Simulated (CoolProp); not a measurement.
The numbers come from the reference Helmholtz-energy equation of state, Lemmon 2009 in CoolProp.

Question: For propane, give the phase and the cp (kJ/(kg K)), Joule-Thomson coefficient (K/MPa) at 559.9 K and 0.806 bar; 472 K and 153 bar.

Answer: 
- 559.9 K and 0.806 bar: gas; cp 2.77, Joule-Thomson coefficient 2.92
- 472 K and 153 bar: supercritical; cp 3.48, Joule-Thomson coefficient 1.80
